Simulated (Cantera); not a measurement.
Equilibrium for titanium nitride, carbide and oxide coatings: Ti(OiPr)₄ + O₂

Charge: 1 mol Ti(OiPr)₄, 0.32 mol O₂, held at 1550 K and 79.0 Pa.

These are equilibrium values from Cantera (NASA tables, ideal gas, pure condensed phases), not measurements of a reactor. Candidate condensed phases: C, C₆H₆, C₇H₈, C₈H₁₈, H₂O, Ti, TiC, TiO, TiO₂, Ti₂O₃, Ti₃O₅, Ti₄O₇; 113 gas species. The feed counts by its element totals alone. TiC: taken at fixed stoichiometry. The numbers say what is thermodynamically allowed, not how fast it happens.

```
Item                                     Value
-----------------------------------  ---------
x(H₂)                                    0.750
x(CO)                                    0.249
x(H)                                  0.000971
x(C₂H₂ (acetylene))                    1.20e-5
n(C(graphite))                        6.36 mol
n(TiC(s))                             1.00 mol
gas amount                           18.65 mol
log10 activity of Ti(β) (absent)         -5.56
log10 activity of Ti₂O₃(s) (absent)     -10.24
log10 activity of Ti₃O₅(s) (absent)     -17.01
```
